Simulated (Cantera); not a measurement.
# Catalytic combustion on Pt

An isothermal plug-flow reactor at 700 K and 2.37 atm (inlet), inlet velocity 2.8 m/s, active area per volume 370 1/m; feed H2 : O2 : N2 = 0.021 : 0.17 : 0.79 (molar parts).

Computed with Cantera and Deutschmann's 1995 Pt surface mechanism with GRI-Mech 3.0 gas chemistry. Catalytic surfaces can have several steady states; this one follows from the mechanism file's or the stated starting coverage. Mass transfer to the wall is taken as infinitely fast.

```
z (m)        x H2   x O2    x H2O  θ free Pt   θ O*    θ OH*
-------  --------  -----  -------  ---------  -----  -------
0.00033    0.0164  0.171  0.00510      0.172  0.816   0.0126
0.00071    0.0128  0.170  0.00867      0.136  0.852   0.0123
0.0015    0.00882  0.168   0.0127     0.0942  0.894   0.0113
0.0033    0.00512  0.166   0.0165     0.0553  0.935  0.00937
0.0071    0.00270  0.165   0.0189     0.0296  0.963  0.00722
0.015     0.00134  0.165   0.0203     0.0154  0.979  0.00536
0.033    0.000584  0.165   0.0210    0.00813  0.988  0.00395
```
x: gas mole fraction; θ: surface coverage.
